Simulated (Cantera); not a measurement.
A closed system holds: 1 mol Fe₂O₃, 0.46 mol CH₄, 0.021 mol CO, equilibrated at 13300 Pa.

Equilibrium computed with Cantera from the NASA thermochemical tables; the gas is ideal and each condensed phase is pure. Candidate condensed phases: C, C₆H₆, C₇H₈, C₈H₁₈, Fe, Fe(CO)₅, FeO, Fe(OH)₂, Fe(OH)₃, Fe₂O₃, Fe₃O₄, H₂O; 114 gas species. The tables' stoichiometric FeO is somewhat more stable than real wüstite, so its field is too wide. FeO: taken at fixed stoichiometry. Equilibrium is a limit: real reactors are often held back by kinetics, nucleation or transport.

### Question
Which condensed phases are stable at each of these points (T (K)): 1000, 1100, 1200, 1300, 1400, 1500, 1600, 1700, 1800, 1900, 2000, 2100, 2200?

### Answer
```tsv
T (K)	condensed phases	Fe condensed (%)
1000	FeO(s)	100.0
1100	FeO(s)	100.0
1200	FeO(s)	100.0
1300	FeO(s)	100.0
1400	FeO(s)	100.0
1500	FeO(s)	100.0
1600	FeO(s)	100.0
1700	FeO(l)	100.0
1800	FeO(l)	100.0
1900	FeO(l)	100.0
2000	FeO(l)	99.9
2100	FeO(l)	99.7
2200	FeO(l)	99.3
```

From 1000 K to 1600 K the condensed part is FeO(s). From 1700 K to 2200 K the condensed part is FeO(l).
